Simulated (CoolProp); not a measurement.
Acetone along the isotherm 276.85 °C: fugacity coefficient from the reference equation and from simpler models built on Tc = 235.0 °C, pc = 4.692 MPa, ω = 0.307; each cubic takes its own stable root.

Computed with CoolProp (reference Helmholtz-energy equation of state, Lemmon 2006). It is a short technical equation, of lower accuracy than the large ones.

| p (MPa) | phase | reference |
|---|---|---|
| 1.3 | gas | 0.9194 |
| 2.61 | gas | 0.8425 |
| 3.91 | gas | 0.7699 |
| 5.21 | supercritical | 0.7006 |
| 6.52 | supercritical | 0.6333 |
| 7.82 | supercritical | 0.5692 |
| 9.12 | supercritical | 0.5137 |
| 10.4 | supercritical | 0.4702 |
| 11.7 | supercritical | 0.4351 |

### Question
How far does each simpler model (van der Waals, Soave-Redlich-Kwong) lie from the reference over these 9 states: mean and median of the absolute difference, and the worst?

### Answer
- van der Waals: mean 4.5 %, median 3.7 %, worst +9.0 % at 276.85 °C and 11.7 MPa
- Soave-Redlich-Kwong: mean 6.3 %, median 5.6 %, worst +12.5 % at 276.85 °C and 11.7 MPa
